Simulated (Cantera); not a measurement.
Adiabatic ignition

An adiabatic, constant-volume homogeneous reactor starts with 13.6 % CH₄, 16.3 % H₂, 14.7 % O₂, 55.4 % N₂, at 1475 K and 330000 Pa.

Computed with Cantera and GRI-Mech 3.0 (53 species, 325 reactions).

| t (s) | T (K) | P (bar) | x CH₄ | x H₂ | x O₂ | x CO₂ | x C₂H |
|---|---|---|---|---|---|---|---|
| 2.00e-6 | 1475 | 3.30 | 0.136 | 0.163 | 0.147 | 4.29e-12 | <1e-12 |
| 9.28e-6 | 1475 | 3.30 | 0.136 | 0.163 | 0.147 | 3.14e-9 | <1e-12 |
| 4.31e-5 | 1545 | 3.45 | 0.127 | 0.160 | 0.140 | 3.96e-5 | 2.64e-11 |
| 0.000200 | 2710 | 6.87 | 1.10e-9 | 0.249 | 9.09e-6 | 0.00855 | <1e-12 |
| 0.000928 | 2711 | 6.87 | 9.14e-10 | 0.249 | 9.25e-6 | 0.00857 | <1e-12 |
| 0.00431 | 2712 | 6.87 | 9.08e-10 | 0.249 | 9.27e-6 | 0.00857 | <1e-12 |
| 0.0200 | 2712 | 6.87 | 9.08e-10 | 0.249 | 9.27e-6 | 0.00857 | <1e-12 |
| 0.0928 | 2712 | 6.87 | 9.08e-10 | 0.249 | 9.27e-6 | 0.00857 | <1e-12 |
| 0.431 | 2712 | 6.87 | 9.08e-10 | 0.249 | 9.27e-6 | 0.00857 | <1e-12 |
| 2.00 | 2712 | 6.87 | 9.08e-10 | 0.249 | 9.27e-6 | 0.00857 | <1e-12 |
x: mole fraction; the columns are a selection and need not sum to one.

```json
{
  "time_of_steepest_temperature_rise": "69.9 µs",
  "temperature at 2.00 s": "2712 K",
  "equilibrium_temperature": "2712 K",
  "x(CH₄) at 2.00 s": "9.08e-10 (gas-phase equilibrium 1.02e-9)",
  "x(H₂) at 2.00 s": "0.249 (gas-phase equilibrium 0.249)",
  "x(O₂) at 2.00 s": "9.27e-6 (gas-phase equilibrium 9.27e-6)"
}
```
